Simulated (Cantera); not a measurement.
An adiabatic, constant-pressure homogeneous reactor starts with 41.0 % CO, 8.19 % H2, 10.7 % O2, 40.2 % N2, equivalence ratio 2.3, at 1173 K and 37000 Pa.

Computed with Cantera and GRI-Mech 3.0 (53 species, 325 reactions).

x: mole fraction; the columns are a selection and need not sum to one.

| t (s) | T (K) | x CO | x H2 | x O2 | x NO | x H |
|---|---|---|---|---|---|---|
| 9.00e-6 | 1173 | 0.409 | 0.0819 | 0.107 | <1e-12 | 5.41e-9 |
| 1.80e-5 | 1173 | 0.409 | 0.0819 | 0.107 | <1e-12 | 1.91e-8 |
| 3.61e-5 | 1173 | 0.409 | 0.0819 | 0.107 | <1e-12 | 9.74e-8 |
| 7.22e-5 | 1173 | 0.409 | 0.0819 | 0.107 | <1e-12 | 1.46e-6 |
| 0.000145 | 1174 | 0.409 | 0.0815 | 0.107 | 6.21e-12 | 0.000279 |
| 0.000290 | [?] | 0.307 | 0.0139 | 0.0229 | 8.83e-6 | 0.0741 |
| 0.000580 | [?] | 0.299 | 0.0192 | 0.0149 | 5.34e-5 | 0.0498 |
| 0.00116 | [?] | 0.302 | 0.0197 | 0.0111 | 0.000121 | 0.0289 |
| 0.00233 | 2440 | 0.300 | 0.0192 | 0.00683 | 0.000315 | 0.0168 |
| 0.00466 | 2562 | 0.297 | 0.0188 | 0.00380 | 0.000745 | 0.0105 |
| 0.00932 | 2595 | 0.296 | 0.0188 | 0.00284 | 0.00135 | 0.00871 |
| 0.0187 | 2595 | 0.296 | 0.0188 | 0.00271 | 0.00196 | 0.00854 |
| 0.0374 | 2594 | 0.296 | 0.0189 | 0.00267 | 0.00225 | 0.00851 |
| 0.0748 | 2593 | 0.296 | 0.0189 | 0.00267 | 0.00228 | 0.00851 |
| 0.150 | 2593 | 0.296 | 0.0189 | 0.00267 | 0.00228 | 0.00851 |
| 0.300 | 2593 | 0.296 | 0.0189 | 0.00267 | 0.00228 | 0.00851 |

Problem. Complete the blanks.

Solution. 
- 0.000290, T (K): 1605
- 0.000580, T (K): 1975
- 0.00116, T (K): 2239
